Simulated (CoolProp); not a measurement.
Aqueous ethanol as a coolant, at 6 °C, 1 atm.

Model: Melinder's fits for secondary coolants, in CoolProp.

```tsv
mass %	freezing point (°C)	conductivity (W/(m K))	Prandtl number	cp (kJ/(kg K))	density (kg/m³)
5.9	-2.4	0.535	16.4	___	___
11.8	-5.4	0.500	24.2	4.383	982.6
17.7	___	___	33.5	4.378	976.5
23.6	-14.2	0.434	42.8	4.308	970.2
29.5	-19.7	0.404	50.5	4.193	962.6
35.4	-25.3	___	55.8	4.053	953.5
41.3	-30.7	0.349	58.6	3.907	942.8
47.1	-35.4	0.325	___	3.768	931.0
```

Q: Fill in the missing entries.

A: 
- 5.9, cp (kJ/(kg K)): 4.320
- 5.9, density (kg/m³): 989.7
- 17.7, freezing point (°C): -9.3
- 17.7, conductivity (W/(m K)): 0.466
- 35.4, conductivity (W/(m K)): 0.376
- 47.1, Prandtl number: 59.2
